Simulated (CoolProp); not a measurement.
Computed with CoolProp (reference Helmholtz-energy equation of state, Zhou 2012).

Q: For o-xylene, give the phase and the cv (kJ/(kg K)), isothermal compressibility (1/MPa), viscosity (µPa s), fugacity coefficient at 267.05 °C and 343 kPa.

A: 
- 267.05 °C and 343 kPa: gas; cv 2.03, isothermal compressibility 3.11, viscosity 11.8, fugacity coefficient 0.943

Viscosity comes from a separate model (Cao 2016).
